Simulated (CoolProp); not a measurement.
Vapour-liquid equilibrium of cyclohexane (1) + n-heptane (2) at 396.2 K; x and y are mole fractions of (1).

Computed with CoolProp (multi-fluid Helmholtz-energy mixture model, Zhou 2014 and Span 2003; pair parameters Bell 2016).

**Question.** Give the bubble pressure and the first vapour's composition at x = 0.125, 0.275, 0.425. Is there an azeotrope?

**Answer.** x = 0.125: 0.2129 MPa, y = 0.179; x = 0.275: 0.2302 MPa, y = 0.366; x = 0.425: 0.2473 MPa, y = 0.527. No azeotrope shows between x = 0.05 and 0.95.

The pair parameters rest on a limited set of measurements; away from them the model extrapolates.
